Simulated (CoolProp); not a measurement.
Saturation properties of CHF3 (R23).

Model: reference Helmholtz-energy equation of state, Penoncello 2003, in CoolProp.

| T (K) | p (bar) | liquid density (kg/m³) | enthalpy of vaporisation (kJ/kg) | liquid cp (kJ/(kg K)) | vapour Z | vapour viscosity (µPa s) |
|---|---|---|---|---|---|---|
| 187.4 | 0.8125 | … | 242.4 | 1.231 | 0.9630 | 9.27 |
| 193.1 | 1.134 | 1438 | 237.7 | 1.241 | 0.9542 | 9.58 |
| 198.7 | 1.540 | … | 233.0 | 1.252 | 0.9443 | 9.88 |
| 204.4 | 2.062 | 1394 | 228.0 | 1.265 | 0.9329 | 10.2 |
| 210 | 2.699 | 1371 | 222.9 | 1.280 | 0.9203 | 10.5 |
| 215.7 | 3.494 | 1347 | 217.5 | 1.298 | … | 10.8 |
| 221.3 | 4.438 | 1323 | 211.9 | 1.318 | 0.8901 | 11.1 |
| 226.9 | 5.565 | 1299 | 206.0 | 1.341 | 0.8728 | 11.4 |
| 232.6 | 6.922 | 1272 | 199.7 | 1.368 | 0.8534 | 11.8 |

Task: Some entries are withheld; supply them.

Result: 
- 187.4, liquid density (kg/m³): 1460
- 198.7, liquid density (kg/m³): 1416
- 215.7, vapour Z: 0.9059

It boils at 191.1 K under 1 atm.

Viscosity comes from a separate model (Shan 2000).
